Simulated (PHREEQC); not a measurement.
A PHREEQC speciation (ion-association model, phreeqc.dat) at 20 °C gives pH 4.18 and these molalities:

```
species    mol/kgw
--------  --------
SO4-2        0.135
FeH2PO4+    0.0855
Na+         0.0851
FeSO4       0.0632
Fe+2        0.0609
NaSO4-      0.0121
H2PO4-      0.0110
FeHPO4    0.000382
HSO4-     0.000224
H+         8.69e-5
H3PO4      6.32e-5
FeHSO4+    4.15e-5
HPO4-2     3.17e-5
NaHPO4-    1.19e-6
FeOH+      7.28e-8
```

What are the element totals, and what could have been dissolved in 1 kg of water to give them?

Several could match; the one computed here: totals Fe(2) 0.210, Na 0.0972, P 0.0970, S(6) 0.210 mol/kgw, from 0.21 mol FeSO4, 0.097 mol NaH2PO4 and 8.3e-05 mol Na2SO4 per kg of water.

Precipitation was switched off in this run. Saturation is exceeded, for instance for Vivianite; the values hold only as long as no solid forms.
